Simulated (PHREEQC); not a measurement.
Solution (13 °C): 0.0031 mol/kgw NaBr and 0.071 mol/kgw CuSO4. Closed to the air; pH follows from the charge balance.

Computed with PHREEQC (ion-association model, wateq4f.dat).

This is a speciation only: nothing precipitates in the calculation.

Q: Order these S species by the share of S that they hold, largest first: NaSO4-, CuSO4, SO4-2.

A: SO4-2 (55 %), CuSO4 (45 %), NaSO4- (0.24 %)

The pH is 4.71 and the ionic strength 0.160 mol/kgw. Away from 25 °C the constants follow the database's enthalpies or fits; those with neither stay at their 25 °C values.
